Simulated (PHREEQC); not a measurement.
Consider water at 20 °C with 7.92 mmol/kgw NH4Cl and 2.8 mmol/kgw Na2SO4. Closed to the air; pH follows from the charge balance.

Model: ion-association model, phreeqc.dat, run in PHREEQC.

This is a speciation only: nothing precipitates in the calculation.

### Question
Order these S species by the share of S that they hold, largest first: NaSO4-, NH4SO4-, SO4-2.

### Answer
SO4-2 (93 %), NH4SO4- (5.6 %), NaSO4- (1.5 %)

The pH is 5.84 and the ionic strength 0.0159 mol/kgw. Complexes and solids missing from the database can't appear.
